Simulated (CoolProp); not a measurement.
Model: reference Helmholtz-energy equation of state, Gao 2020, in CoolProp.

Task: For ammonia, give the phase and the Z, cv (kJ/(kg K)), speed of sound (m/s), conductivity (mW/(m K)) at 228.55 °C and 105 bar; 273.35 °C and 105 bar; 318.25 °C and 105 bar.

Result: 
- 228.55 °C and 105 bar: gas; Z 0.834, cv 2.25, speed of sound 507, conductivity 64.9
- 273.35 °C and 105 bar: gas; Z 0.885, cv 2.25, speed of sound 544, conductivity 70.0
- 318.25 °C and 105 bar: gas; Z 0.919, cv 2.27, speed of sound 575, conductivity 75.5

Thermal conductivity comes from a separate model (Tufeu 1984).
